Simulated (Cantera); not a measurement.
Charge: 1 mol FeS, 57 mol H2, 1.7 mol H2O, equilibrated at 250000 Pa.

These are equilibrium values from Cantera (NASA tables, ideal gas, pure condensed phases), not measurements of a reactor. Candidate condensed phases: Fe, FeO, Fe(OH)2, Fe(OH)3, FeS, FeSO4, FeS2, Fe2O3, Fe2(SO4)3, Fe3O4, H2O, H2SO4, S; 22 gas species. Mutual solubility and eutectic melting of coexisting phases are not modelled. FeS: taken at fixed stoichiometry. Equilibrium is a limit: real reactors are often held back by kinetics, nucleation or transport.

Q: At 1148 K, list the 3 most abundant gas species with their mole fractions, and the condensed phases.

A: H2 0.968, H2O 0.0290, H2S 0.00301. Condensed: Fe(α) + FeS(s).
